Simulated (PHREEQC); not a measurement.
Consider water at 20 °C with 0.0037 mol/kgw CsOH, 0.0015 mol/kgw H3BO3 and 0.21 mol/kgw Na2CO3. Closed to the air; pH follows from the charge balance.

All values are PHREEQC results (ion-association model, wateq4f.dat), not measurements.

Precipitation was switched off in this run.

Question: Order these C species by the share of C that they hold, largest first: NaCO3-, HCO3-, CO3-2.

Answer: NaCO3- (52 %), CO3-2 (47 %), HCO3- (0.93 %)

The pH is 11.62 and the ionic strength 0.412 mol/kgw. Complexes and solids missing from the database can't appear.
